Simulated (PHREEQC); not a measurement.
# Phosphoric acid bath: speciation

Make-up at 5 °C: 3 mmol/kgw H3PO4 and 12 mmol/kgw HCl. Closed to the air; pH follows from the charge balance.

Equilibrium calculation in PHREEQC: ion-association model, wateq4f.dat.

No solid was allowed to form.

Task: Estimate the pH.

Result: pH 1.92.

Task: In which forms is P present?

Result: H3PO4 55 %, H2PO4- 45 % of the P.

Species that the database lacks are ignored. H3PO4, which wateq4f.dat lacks, is added to it with the constant of phreeqc.dat. Away from 25 °C the constants follow the database's enthalpies or fits; those with neither stay at their 25 °C values.
